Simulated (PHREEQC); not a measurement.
Consider water at 25 °C with 28 mmol/kgw NiSO4, 60 mmol/kgw NaCl and 44 mmol/kgw MnSO4. Closed to the air; pH follows from the charge balance.

Computed with PHREEQC (ion-association model, wateq4f.dat).

| quantity | before | after |
|---|---|---|
| pH | 6.18 | 5.90 |
| ionic strength (mol/kgw) | 0.229 | 0.215 |
| Cl- (mol/kgw) | 0.0573 | 0.0576 |
| Na+ (mol/kgw) | 0.0567 | 0.0566 |
| SO4-2 (mol/kgw) | 0.0418 | 0.0384 |
| Mn+2 (mol/kgw) | 0.0261 | 0.0232 |
| SI of Mirabilite (Na2SO4:10H2O) | -3.60 | -4.73 |
| SI of Halite (NaCl) | -4.36 | -4.42 |

Problem. What was changed between the two runs?
(A) MnSO4 from 0.044 to 0.0396 mol/kgw
(B) temperature from 25 to 50 °C
(C) NiSO4 left out
(D) NiSO4 from 0.028 to 0.0252 mol/kgw
(E) diluted 5-fold with water

Solution. B, temperature from 25 to 50 °C

No solid was allowed to form. In wateq4f.dat the enthalpy of Ni(OH)2 has the wrong sign, so its saturation index can't be trusted away from 25 °C. Constants without temperature data keep their 25 °C values here.
